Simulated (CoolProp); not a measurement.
Vapour-liquid equilibrium of R143a (1) + R1234yf (2) at 254.5 K; x and y are mole fractions of (1).

Computed with CoolProp (multi-fluid Helmholtz-energy mixture model, Lemmon and Jacobsen 2000 and Lemmon 2022; pair parameters Bell 2016).

Task: Give the bubble pressure and the first vapour's composition at x = 0.2, 0.65, 0.95. Is there an azeotrope?

Result: x = 0.2: 197.4 kPa, y = 0.341; x = 0.65: 274.3 kPa, y = 0.777; x = 0.95: 323.1 kPa, y = 0.971. No azeotrope shows between x = 0.05 and 0.95.

Pair parameters are fitted to limited data, so mixtures are less certain than the pure fluids.
